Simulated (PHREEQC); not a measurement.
Consider water at 55 °C and 100 atm with 0.0028 mol/kgw NH4HF2 and 0.00019 mol/kgw H2SiF6. Closed to the air; pH follows from the charge balance.

The numbers come from PHREEQC with the ion-association model, phreeqc.dat.

The ionic strength comes out as 0.00337 mol/kgw. What activity coefficients do SiF6-2, F-, HF2-, NH4+, H+ get?

SiF6-2 0.77, F- 0.94, HF2- 0.94, NH4+ 0.93, H+ 0.94.

No solid was allowed to form. Complexes and solids missing from the database can't appear. Under pressure, the constants of complexes without a molar volume in the database are unreliable. Constants without temperature data keep their 25 °C values here. SiF6-2 is the database's only silicon fluoride.
